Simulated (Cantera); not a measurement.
What does this Cantera script print?

```python
import numpy as np
import cantera as ct

gas_names = """
    Fe FeO Fe(OH)2 H HO2 H2 H2O H2O2 H2S H2SO4 O OH O2 O3 S SH SO SO2 SO3 S2 S2O S8
""".split()
cond_names = """
    Fe(a) Fe(c) Fe(d) Fe(L) FeO(s) FeO(L) Fe(OH)2(s) Fe(OH)3(s) FeS(a) FeS(b) FeS(c) FeS(L) FeSO4(s)
    FeS2(s) Fe2O3(s) Fe2S3O12(s) Fe3O4(s) H2O(s) H2O(L) H2SO4(L) S(cr1) S(cr2) S(L)
""".split()


# ... load() reads the species with a 1 bar reference pressure and builds the phases ...
atoms = {
    'FeS': {'Fe': 1, 'S': 1},
    'SO2': {'S': 1, 'O': 2},
    'H2O': {'H': 2, 'O': 1},
    'H2S': {'H': 2, 'S': 1},
}
top_T = {'FeSO4(s)': 950, 'FeS2(s)': 1010, 'Fe2O3(s)': 1830, 'Fe2S3O12(s)': 1100, 'Fe3O4(s)': 1870}  # K; cautious upper limits of use, not melting points


# ... equilibrate(T, P, feed) seeds the gas with the atoms and calls Mixture.equilibrate('TP', solver="vcs", rtol=1e-11, max_steps=5000) ...
results = []
feed = {'FeS': 1, 'SO2': 2.4, 'H2O': 0.053, 'H2S': 0.23}  # mol
T = 1948  # K
P = 10000  # Pa
mix = equilibrate(T, P, feed)
results.append((T, P, feed, dict(zip(mix.species_names, mix.species_moles))))
print(gas.report(threshold=1e-05))
for i in range(1, mix.n_phases):
    print(f"{mix.phase(i).name:16s} {mix.phase_moles(i):12.5e} mol")
```

Output:

```
       temperature   1948 K
          pressure   10000 Pa
           density   0.035974 kg/m^3
  mean mol. weight   58.265 kg/kmol
   phase of matter   gas

                          1 kg             1 kmol
                     ---------------   ---------------
          enthalpy       -1.1675e+06       -6.8022e+07  J
   internal energy       -1.4454e+06       -8.4218e+07  J
           entropy            5949.8        3.4666e+05  J/K
    Gibbs function       -1.2758e+07       -7.4332e+08  J
 heat capacity c_p            869.54             50664  J/K
 heat capacity c_v            726.84             42349  J/K

                      mass frac. Y      mole frac. X     chem. pot. / RT
                     ---------------   ---------------   ---------------
                Fe        0.00025894        0.00027016           -9.5718
               FeO        2.0155e-05        1.6346e-05           -31.223
           Fe(OH)2        3.2476e-05        2.1057e-05           -78.503
                 H        8.6678e-06        0.00050102           -12.814
                H2        0.00068022          0.019659           -25.629
               H2O          0.020965          0.067806            -47.28
               H2S         0.0012783         0.0021858           -39.409
                OH        4.5628e-05        0.00015632           -34.466
                 S         0.0020089         0.0036509            -13.78
                SH         0.0026015         0.0045837           -26.594
                SO          0.062785          0.076118           -35.431
               SO2           0.60773           0.55277           -57.083
                S2           0.29174            0.2651            -27.56
               S2O         0.0098403         0.0071562           -49.212
     [   +8 minor]        6.5333e-06        9.7705e-06

Fe(L)             0.00000e+00 mol
FeO(L)            9.99057e-01 mol
FeS(L)            0.00000e+00 mol
S(L)              0.00000e+00 mol
```

These are equilibrium values from Cantera (NASA tables, ideal gas, pure condensed phases), not measurements of a reactor. The tables' stoichiometric FeO is somewhat more stable than real wüstite, so its field is too wide. FeO: taken at fixed stoichiometry.
